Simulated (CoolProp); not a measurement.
Vapour pressure (MPa) of n-butane: the reference equation beside estimates from Tc = 425.1 K, pc = 3.796 MPa, ω = 0.201.

Computed with CoolProp (reference Helmholtz-energy equation of state, Bücker 2006).

```csv
T (K),reference,van der Waals,Soave-Redlich-Kwong,Peng-Robinson
279.2,0.1291,0.5451,0.1281,0.1287
291.3,0.1955,0.6818,0.1950,(withheld)
303.5,0.2864,0.8406,0.2869,0.2854
315.6,0.4050,1.020,0.4073,0.4039
327.8,0.5587,1.225,0.5637,0.5578
339.9,0.7502,1.451,(withheld),0.7502
352.1,0.9887,1.705,(withheld),(withheld)
364.2,1.276,1.983,1.297,1.281
```

### Question
Fill in the missing entries.

### Answer

- 291.3, Peng-Robinson: 0.1949
- 339.9, Soave-Redlich-Kwong: 0.7592
- 352.1, Soave-Redlich-Kwong: 1.003
- 352.1, Peng-Robinson: 0.9906

Absolute difference from the reference over all 8 rows, mean and median: van der Waals 157.1 and 135.6 %, Soave-Redlich-Kwong 0.9 and 0.8 %, Peng-Robinson 0.2 and 0.3 %.
